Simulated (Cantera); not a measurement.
An isothermal, constant-pressure homogeneous reactor starts with 1.24 % CH4, 95.1 % H2, 3.71 % H, at 2325 K and 2400 Pa.

Cantera simulation using GRI-Mech 3.0 (53 species, 325 reactions); the numbers are that mechanism's predictions, not measurements. GRI-Mech 3.0 stops at C3 and has no aromatics, soot or wall deposition, so with more carbon than oxygen in the feed, carbon stays in small species such as C2H2 where larger ones or solid carbon would form. Radical loss at walls, strong at low pressure, is not modelled.

One state of this run: x CH4 = 5.28e-6; x H2 = 0.928; x H = 0.0657; x CH3 = 6.95e-6; x C2H6 = <1e-12; x C2H = 2.03e-5. x: mole fraction; the columns are a selection and need not sum to one.

### Question
Which value of t (s) does it belong to?
A. 2.20e-5
B. 0.531
C. 0.0706
D. 0.00937

### Answer
B, 0.531
